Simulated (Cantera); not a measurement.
Feed: 1 mol TEOS, 0.08 mol O₂, 1.3 mol N₂, 0.11 mol O₃, held at 6.10 Pa.

Method: chemical equilibrium by Gibbs-energy minimisation in Cantera with the NASA 1993 tables (ideal gas, pure condensed phases). Candidate condensed phases: C, C₆H₆, C₇H₈, C₈H₁₈, H₂O, Si, SiC, SiO₂, Si₂N₂O, Si₃N₄; 151 gas species. The feed counts by its element totals alone. Equilibrium is a limit: real reactors are often held back by kinetics, nucleation or transport.

Task: At 625 K, list the 6 most abundant gas species with their mole fractions, and the condensed phases.

Result: H₂ 0.751, N₂ 0.101, CO 0.0741, CO₂ 0.0481, H₂O 0.0235, CH₄ 0.00167. Condensed: C(graphite) + SiO₂(α-quartz).
